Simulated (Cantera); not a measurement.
Stirred combustor or abatement burner

A perfectly stirred reactor is fed with C2H4 : O2 : N2 : H2O = 1 : 5.66 : 15.3 : 1.8 (molar parts), equivalence ratio 0.53, at 1.40 bar; it is adiabatic with a 625 K inlet, and is followed from long to short residence time, starting on the burning branch (τ in s: 0.048, 0.02, 0.008, 0.0033, 0.0013, 0.00055, 0.00022, 9.2e-05, 3.8e-05, 1.5e-05, 6.3e-06).

Cantera simulation using GRI-Mech 3.0 (53 species, 325 reactions); the numbers are that mechanism's predictions, not measurements. GRI-Mech 3.0 was tuned for natural gas; its chemistry of ethylene as a main component is partial and can be far from experiment.

```csv
τ (s),T (K),x C2H4,x O2,x HO2,x OH,x C2H6
0.048,2069,2.77e-6,0.111,3.38e-6,0.00327,<1e-12
0.020,2064,5.66e-6,0.111,3.68e-6,0.00372,1.24e-12
0.0080,2052,1.10e-5,0.111,4.49e-6,0.00451,4.45e-12
0.0033,2032,1.96e-5,0.112,6.28e-6,0.00557,1.47e-11
0.0013,1999,3.56e-5,0.112,1.01e-5,0.00687,5.11e-11
0.00055,1953,6.30e-5,0.113,1.66e-5,0.00799,1.71e-10
0.00022,1883,0.000124,0.115,2.88e-5,0.00875,7.50e-10
9.2e-5,1793,0.000273,0.120,5.06e-5,0.00855,4.47e-9
3.8e-5,1658,0.000873,0.130,0.000111,0.00659,7.14e-8
1.5e-5,625,0.0421,0.238,<1e-12,<1e-12,<1e-12
6.3e-6,625,0.0421,0.238,<1e-12,<1e-12,<1e-12
```
x: mole fraction; the columns are a selection and need not sum to one.
